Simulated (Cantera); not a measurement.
# N2O furnace oxynitridation

An isothermal, constant-pressure homogeneous reactor starts with 13.7 % N₂O, 0.314 % H₂, 86.0 % N₂, at 1275 K and 105 Torr.

Model: GRI-Mech 3.0 (53 species, 325 reactions), integrated in Cantera. GRI-Mech 3.0 was tuned for natural gas; its chemistry of N2O as a main component is partial and can be far from experiment. The mechanism lacks the step 2 NO + O2 → 2 NO2, which can matter for NO2 below about 1400 K. The temperature is held fixed by assumption; the heat of reaction is taken as removed at once.

```csv
t (s),x N₂O,x H₂,x H₂O₂,x H₂O,x OH,x N₂,x NO
4.00e-5,0.137,0.00314,<1e-12,9.93e-9,6.67e-8,0.860,1.90e-8
0.000107,0.137,0.00314,<1e-12,1.91e-7,4.59e-7,0.860,1.23e-7
0.000288,0.137,0.00314,1.16e-11,3.00e-6,2.43e-6,0.860,6.92e-7
0.000772,0.136,0.00310,3.42e-10,3.34e-5,8.65e-6,0.860,3.31e-6
0.00207,0.136,0.00288,3.98e-9,0.000248,2.04e-5,0.861,1.48e-5
0.00556,0.135,0.00201,8.25e-9,0.00111,3.19e-5,0.862,5.37e-5
0.0149,0.133,0.000676,7.76e-9,0.00245,2.78e-5,0.863,0.000125
0.0400,0.132,9.78e-5,3.09e-9,0.00303,1.54e-5,0.864,0.000262
0.107,0.128,3.33e-6,1.15e-9,0.00312,1.18e-5,0.866,0.000617
0.288,0.121,7.24e-8,8.02e-10,0.00312,1.25e-5,0.870,0.00154
0.772,0.102,6.90e-8,7.25e-10,0.00309,1.30e-5,0.878,0.00371
2.07,0.0655,7.39e-8,6.84e-10,0.00303,1.28e-5,0.896,0.00784
5.56,0.0217,7.56e-8,5.62e-10,0.00297,1.16e-5,0.917,0.0126
14.9,0.00211,2.70e-8,1.85e-10,0.00294,6.49e-6,0.926,0.0142
40.0,2.43e-5,2.19e-9,1.41e-11,0.00294,1.73e-6,0.927,0.0142
```
x: mole fraction; the columns are a selection and need not sum to one.

Equilibrium at this temperature and pressure: N₂O 5.48e-9, H₂ 1.75e-9, H₂O₂ 1.24e-11, H₂O 0.00294, OH 1.62e-6, N₂ 0.934, NO 0.000200 (gas phase only).
